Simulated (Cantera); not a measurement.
Cantera run:

```python
import numpy as np
import cantera as ct

gas_names = """
    CL CL2 H HCL H2 Si SiCL SiCL2 SiCL3 SiCL4 SiH SiHCL3 SiH2 SiH2CL2 SiH3 SiH3CL SiH4 Si2 Si3
""".split()
cond_names = """
    Si(cr) Si(L)
""".split()


def load(file, names, dense=False):
    # The tables refer to 1 bar. Condensed volumes are neglected.
    table = {s.name: s for s in ct.Species.list_from_file(file)}
    out = []
    for n in names:
        d = dict(table[n].input_data)
        d["thermo"] = dict(d["thermo"], **{"reference-pressure": 1e5})
        if dense:
            d["equation-of-state"] = {"model": "constant-volume", "density": "1e6 g/cm^3"}
        out.append(ct.Species.from_dict(d))
    return out


gas = ct.Solution(thermo="ideal-gas", species=load("nasa_gas.yaml", gas_names))
cond = {s.name: ct.Solution(thermo="fixed-stoichiometry", species=[s], name=s.name)
        for s in load("nasa_condensed.yaml", cond_names, dense=True)}
atoms = {
    'SiH2Cl2': {'Si': 1, 'H': 2, 'CL': 2},
    'Cl2': {'CL': 2},
    'H2': {'H': 2},
    'HCl': {'H': 1, 'CL': 1},
}
top_T = {}  # K; cautious upper limits of use, not melting points


def equilibrate(T, P, feed):
    n = {}
    for name, mol in feed.items():
        for a, k in atoms[name].items():
            n[a] = n.get(a, 0.0) + k * mol
    gas.TPX = T, P, n
    mass = sum(n.values()) * gas.mean_molecular_weight
    gas.equilibrate("TP")
    valid = [c for c in cond.values() if c.min_temp <= T <= top_T.get(c.name, c.max_temp)]
    mix = ct.Mixture([(gas, mass / gas.mean_molecular_weight)] + [(c, 0.0) for c in valid])
    mix.T, mix.P = T, P
    mix.equilibrate("TP", solver="vcs", rtol=1e-11, max_steps=5000)
    return mix


results = []
T = 1650  # K
P = 1333.22  # Pa
for m in [8.3, 13, 19, 29, 45, 68, 100, 160]:
    feed = {'SiH2Cl2': 1, 'Cl2': 0.029, 'H2': m, 'HCl': 0.055}  # mol
    mix = equilibrate(T, P, feed)
    results.append((T, P, feed, dict(zip(mix.species_names, mix.species_moles))))

top = {s: max(r[3][s] / sum(r[3][g] for g in gas_names) for r in results) for s in gas_names}
cols = sorted((s for s in top if top[s] > 1e-05), key=lambda s: -top[s])[:7]
seen = [c for c in cond_names if any(r[3].get(c, 0) > 1e-12 for r in results)]
print("log10 of partial pressures in bar; condensed amounts in mol")
print(f"{'n(H2)':>10s}" + "".join(f"{s[:9]:>10s}" for s in cols + seen))
for T, P, feed, n in results:
    ng = sum(n[g] for g in gas_names)
    print(f"{feed['H2']:10.4g}" + "".join(f"{np.log10(max(n[s] / ng * P / 1e5, 1e-99)):10.3f}" for s in cols)
          + "".join(f"{n.get(c, 0):10.4g}" for c in seen))
```

Result:

```
log10 of partial pressures in bar; condensed amounts in mol
     n(H2)        H2       HCL     SiCL2         H     SiCL3        CL      SiCL    Si(cr)
       8.3    -1.948    -2.849    -3.199    -5.016    -5.056    -6.022    -6.088    0.4985
        13    -1.927    -2.954    -3.431    -5.005    -5.405    -6.138    -6.204    0.5742
        19    -1.913    -3.056    -3.648    -4.998    -5.731    -6.247    -6.313    0.6397
        29    -1.902    -3.182    -3.912    -4.993    -6.126    -6.379    -6.445    0.7103
        45    -1.893    -3.326    -4.207    -4.988    -6.569    -6.526    -6.592    0.7772
        68    -1.888    -3.471    -4.503    -4.986    -7.013    -6.674    -6.740     0.831
       100    -1.884    -3.614    -4.793    -4.984    -7.448    -6.819    -6.885     0.872
       160    -1.881    -3.797    -5.161    -4.982    -8.001    -7.004    -7.070    0.9096
```

Equilibrium computed with Cantera from the NASA thermochemical tables; the gas is ideal and each condensed phase is pure. The tables' values for SiCl3, SiCl are old estimates; treat these amounts as uncertain.
